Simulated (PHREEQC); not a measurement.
A made-up water analysis in mmol/kgw, 25 °C, pH 4.16, pe 10.7:

```csv
constituent,mmol/kgw
Na,12
K,11.8
Ca,5.54
Mg,1.48
Cl,4.91
S(6),16.5
Ni,0.0428
```

Valence states are taken as typed.

All values are PHREEQC results (ion-association model, wateq4f.dat), not measurements.

Precipitation was switched off in this run.

Estimate the ionic strength, charge-balance error.

ionic strength 0.0493 mol/kgw; charge-balance error 0.2 %.

In which forms is S present?

SO4-2 79 %, CaSO4 12 %, MgSO4 3.6 %, KSO4- 2.9 %, NaSO4- 2.1 % of the S.
